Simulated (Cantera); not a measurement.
Feed: 1 mol CS2, 0.02 mol O2, 0.059 mol H2, at 1302 °C and 3.20 bar.

These are equilibrium values from Cantera (NASA tables, ideal gas, pure condensed phases), not measurements of a reactor. Candidate condensed phases: C, C6H6, C7H8, C8H18, H2O, H2SO4, S; 123 gas species. Rates play no part.

Base state: CS2 0.756, S2 0.151, CO 0.0349, H2S 0.0347, H2 0.0194, COS 0.00210, SH 0.00116, CS 0.000773 (mole fractions); condensed: C(graphite).

**Question.** What changes in the equilibrium state with this change: temperature from 1302 °C to 1000 °C?

**Answer.** 
```tsv
species	before	after
CS2	0.756	0.778
S2	0.151	0.130
H2S	0.0347	0.0494
H2	0.0194	0.00578
CO	0.0349	0.0294
S	2.03e-5	3.70e-7
CS	0.000773	1.51e-5
CO2	1.38e-6	1.98e-5
C(graphite), mol	0.143	0.129
```
Gases not in the tables: S3 to S7.

**Question.** What changes in the equilibrium state with this change: pressure from 3.20 bar to 0.100 bar?

**Answer.** 
| species | before | after |
|---|---|---|
| CS2 | 0.756 | 0.753 |
| S2 | 0.151 | 0.151 |
| H2 | 0.0194 | 0.0403 |
| H2S | 0.0347 | 0.0127 |
| CS | 0.000773 | 0.00436 |
| CO | 0.0349 | 0.0362 |
| H | 3.24e-6 | 2.64e-5 |
| S | 2.03e-5 | 0.000114 |
| COS | 0.00210 | 0.000384 |
| SH | 0.00116 | 0.00168 |
| C(graphite), mol | 0.143 | 0.131 |
